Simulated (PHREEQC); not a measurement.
Dissolve 0.0016 mol MnSO4, 3.2e-05 mol H3BO3 and 0.015 mol KBr per kg of water at 25 °C. Closed to the air; pH follows from the charge balance.

All values are PHREEQC results (ion-association model, wateq4f.dat), not measurements.

Question: The ionic strength comes out as 0.0207 mol/kgw. What activity coefficients do SO4-2, Br-, Mn+2, KSO4-, K+ get?

Answer: SO4-2 0.58, Br- 0.87, Mn+2 0.59, KSO4- 0.87, K+ 0.86.

No solid was allowed to form. Species that the database lacks are ignored.
